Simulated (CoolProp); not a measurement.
The numbers come from the reference Helmholtz-energy equation of state, Setzmann 1991 in CoolProp.

### Question
Give the vapour pressure (MPa), liquid density (kg/m³), vapour density (kg/m³), liquid viscosity (µPa s) of saturated methane at -110.35, -107.15 °C.

### Answer
```
T (°C)   p (MPa)  liquid density (kg/m³)  vapour density (kg/m³)  liquid viscosity (µPa s)
-------  -------  ----------------------  ----------------------  ------------------------
-110.35     1.78                     330                    28.6                      45.7
-107.15     2.01                     322                    32.8                      42.9
```

Viscosity comes from a separate model (Quiñones-Cisneros 2006).
